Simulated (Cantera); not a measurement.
An adiabatic, constant-pressure homogeneous reactor starts with CH₄ : CO : O₂ : N₂ = 1 : 0.063 : 1.35 : 5.09 (molar parts), equivalence ratio 1.5, at 1323 K and 750 Torr.

Detailed kinetics in Cantera: GRI-Mech 3.0 (53 species, 325 reactions).

Problem. Predict: time of steepest temperature rise; temperature at 3.00 s; equilibrium temperature; x(CO) at 3.00 s; x(O₂) at 3.00 s; x(H₂O) at 3.00 s.

Solution. 
```
Item                                                                   Value
---------------------------------  -----------------------------------------
time of steepest temperature rise                                    11.4 ms
temperature at 3.00 s                                                 2616 K
equilibrium temperature                                               2616 K
x(CO) at 3.00 s                        0.0952 (gas-phase equilibrium 0.0952)
x(O₂) at 3.00 s                    0.000562 (gas-phase equilibrium 0.000562)
x(H₂O) at 3.00 s                         0.164 (gas-phase equilibrium 0.164)
```
